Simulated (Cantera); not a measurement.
A closed system holds: 1 mol Si2Cl6, 19 mol NH3, held at 1973.15 K and 0.0900 Torr.

Method: chemical equilibrium by Gibbs-energy minimisation in Cantera with the NASA 1993 tables (ideal gas, pure condensed phases). Candidate condensed phases: NH4Cl, Si, Si3N4; 28 gas species. The feed counts by its element totals alone. The tables' values for SiCl, SiN are old estimates; treat these amounts as uncertain. Kinetics and transport are ignored.

Base state: H2 0.536, N2 0.211, HCl 0.105, H 0.0903, Si 0.0354, Cl 0.0132, SiCl2 0.00680, SiCl 0.00188 (mole fractions); condensed: gas only.

Problem. What changes in the equilibrium state with this change: temperature from 1973.15 K to 1073 K?

Solution. 
| species | before | after |
|---|---|---|
| H2 | 0.536 | 0.643 |
| N2 | 0.211 | 0.206 |
| HCl | 0.105 | 0.151 |
| H | 0.0903 | 1.03e-6 |
| Si | 0.0354 | <1e-9 |
| Cl | 0.0132 | 2.18e-7 |
| SiCl4 | 1.28e-9 | 4.08e-5 |
| SiCl | 0.00188 | <1e-9 |
| SiH | 0.000205 | <1e-9 |
| SiN | 4.95e-5 | <1e-9 |
| Si3N4(s), mol | 0 | 0.665 |
The tables' values for SiCl3 are old estimates; treat these amounts as uncertain.

Problem. What changes in the equilibrium state with this change: Si2Cl6 replaced by SiCl4?

Solution. 
```tsv
species	before	after
H2	0.536	0.575
N2	0.211	0.220
H	0.0903	0.0935
HCl	0.105	0.0784
Si	0.0354	0.0202
Cl	0.0132	0.00953
SiCl2	0.00680	0.00203
Si2	4.62e-5	1.50e-5
SiCl	0.00188	0.000776
```
